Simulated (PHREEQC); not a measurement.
A PHREEQC input (ion-association model, wateq4f.dat):

```
SOLUTION 1
  temp 25
  units ug/L
  pH 6.98
  pe -1.1
  Na 40.9
  K 141
  Ca 276
  Mg 60.8
  Cl 126
  S(6) 302 as SO4
  Alkalinity 884 as HCO3
  F 0.325
  Li 1.23
  Si 0.406 as SiO2
END
USE solution 1
EQUILIBRIUM_PHASES 1
  Quartz 0 0.5
  CO2(g) -2.5 10
END
```

The run finishes without an error or a warning.

Its last state differs from that of the intended input:

| quantity | as run | intended |
|---|---|---|
| pH | 5.55 | 8.34 |
| ionic strength (mol/kgw) | 3.97e-5 | 0.0303 |
| HCO3- (mol/kgw) | 1.73e-5 | 0.0123 |
| CaSO4 (mol/kgw) | 4.06e-9 | 0.000647 |
| CaHCO3+ (mol/kgw) | 1.47e-9 | 0.000442 |
| MgSO4 (mol/kgw) | 1.73e-9 | 0.000285 |
| SI of Gypsum (CaSO4:2H2O) | -6.11 | -0.91 |

**Question.** One thing in the input isn't as intended. What explains the difference?

**Answer.** One answer among several that fit: The fault: the units line changed with the numbers kept. The line should read `units mg/L` where the input has `units ug/L`.
